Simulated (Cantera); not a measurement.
Feed: 1 mol C2H4, 0.033 mol H2O, at 0.610 bar.

These are equilibrium values from Cantera (NASA tables, ideal gas, pure condensed phases), not measurements of a reactor. Candidate condensed phases: C, C6H6, C7H8, C8H18, H2O; 110 gas species. The numbers say what is thermodynamically allowed, not how fast it happens.

x: gas mole fraction; n: condensed amount in mol.

```json
[
 {"T (°C)": "227", "x H2": "0.0249", "x CH4": "0.944", "x H2O": "0.0314", "x CO": "4.67e-7", "n C(graphite)": "1.01"},
 {"T (°C)": "327", "x H2": "0.121", "x CH4": "0.849", "x H2O": "0.0297", "x CO": "1.97e-5", "n C(graphite)": "1.07"},
 {"T (°C)": "427", "x H2": "0.347", "x CH4": "0.626", "x H2O": "0.0257", "x CO": "0.000283", "n C(graphite)": "1.22"},
 {"T (°C)": "527", "x H2": "0.641", "x CH4": "0.337", "x H2O": "0.0191", "x CO": "0.00208", "n C(graphite)": "1.48"},
 {"T (°C)": "627", "x H2": "…", "x CH4": "…", "x H2O": "…", "x CO": "…", "n C(graphite)": "1.74"},
 {"T (°C)": "727", "x H2": "0.933", "x CH4": "…", "x H2O": "…", "x CO": "…", "n C(graphite)": "1.87"},
 {"T (°C)": "827", "x H2": "0.963", "x CH4": "0.0203", "x H2O": "0.000813", "x CO": "0.0155", "n C(graphite)": "1.93"},
 {"T (°C)": "927", "x H2": "0.975", "x CH4": "0.00916", "x H2O": "0.000245", "x CO": "0.0159", "n C(graphite)": "1.95"}
]
```

Problem. Some entries are withheld; supply them.

Solution. 
- 627, x H2: 0.846
- 627, x CH4: 0.136
- 627, x H2O: 0.00994
- 627, x CO: 0.00794
- 727, x CH4: 0.0507
- 727, x H2O: 0.00307
- 727, x CO: 0.0136
